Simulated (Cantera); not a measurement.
Mixture: 5.65 % CH₄, 19.8 % O₂, 74.5 % N₂, at 0.670 bar, adiabatic and at constant volume. Ignition delay is the time to a rise of 400 K.

Cantera simulation using GRI-Mech 3.0 (53 species, 325 reactions); the numbers are that mechanism's predictions, not measurements.

Question: Predict: delay at 1075 K; delay at 1175 K; delay at 1275 K; delay at 1375 K; apparent activation energy between 1325 and 1425 K.

Answer: 
```
Property                                                 Value
--------------------------------------------------  ----------
delay at 1075 K                                        0.329 s
delay at 1175 K                                        66.7 ms
delay at 1275 K                                        16.1 ms
delay at 1375 K                                        4.63 ms
apparent activation energy between 1325 and 1425 K  180 kJ/mol
```
